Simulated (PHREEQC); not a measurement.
A solution holds 0.0026 mol/kgw HF, 0.00018 mol/kgw (NH4)2SiF6, 0.00018 mol/kgw HBF4, 0.021 mol/kgw H2SO4 and 0.0048 mol/kgw KCl, at 25 °C. Closed to the air; pH follows from the charge balance.

The numbers come from PHREEQC with the ion-association model, phreeqc.dat.

No solid was allowed to form.

### Question
Order these S species by the share of S that they hold, largest first: KSO4-, HSO4-, SO4-2.

### Answer
HSO4- (59 %), SO4-2 (41 %), KSO4- (0.63 %)

The pH is 1.59 and the ionic strength 0.0433 mol/kgw. Species that the database lacks are ignored. SiF6-2 is the database's only silicon fluoride. Real BF4- forms and hydrolyses slowly; the run takes it at equilibrium.
